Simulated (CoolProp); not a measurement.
The fluid at 684.84 K and 3.6 MPa flows at 8.8 m/s in a round tube of 12.7 mm bore and 15 µm roughness, fully developed (64/Re and Nu = 3.66 if laminar; Colebrook and Gnielinski if turbulent). The same conditions are run with several fluids, on thermodynamics alone (safety and materials aside).

Values from CoolProp's reference Helmholtz-energy equation of state of each fluid (water: Wagner 2002; dry air: Lemmon 2000; oxygen: Schmidt 1985; carbon dioxide: Span 1996; ammonia: Gao 2020). Blends and air are pseudo-pure fits.

Task: Rank water, dry air, oxygen, carbon dioxide, ammonia by Reynolds number, highest first.

Result: carbon dioxide (99300), dry air (59500), oxygen (58100), water (53500), ammonia (48800)

```
fluid           Darcy friction factor  pressure drop (Pa/m)  heat-transfer coefficient (W/(m² K))  mass flow (kg/h)
--------------  ---------------------  --------------------  ------------------------------------  ----------------
water                          0.0243                   884                                   738              47.9
dry air                        0.0240                  1320                                   589              72.5
oxygen                         0.0241                  1470                                   617              80.4
carbon dioxide                 0.0228                  1940                                   901               112
ammonia                        0.0246                   819                                   872              43.8
```

Above 300 K oxygen's equation is extrapolated.

Transport values come from each fluid's own correlations.
